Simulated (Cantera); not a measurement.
Input: 1 mol FeS, 0.53 mol O₂, 1.2 mol N₂, held at 0.0260 bar.

Cantera equilibrium calculation (NASA polynomials, part measured and part estimated; ideal gas, pure solids and liquids). Candidate condensed phases: Fe, FeO, FeS, FeSO₄, FeS₂, Fe₂O₃, Fe₂(SO₄)₃, Fe₃O₄, S; 19 gas species. Mutual solubility and eutectic melting of coexisting phases are not modelled. FeS: taken at fixed stoichiometry. Gases not in the tables: S₃ to S₇. The numbers say what is thermodynamically allowed, not how fast it happens.

Task: At 1050 K, list the 5 most abundant gas species with their mole fractions, and the condensed phases.

Result: N₂ 0.788, SO₂ 0.194, S₂ 0.0172, S₂O 0.000480, SO 5.26e-5. Condensed: FeS(s) + Fe₃O₄(s).
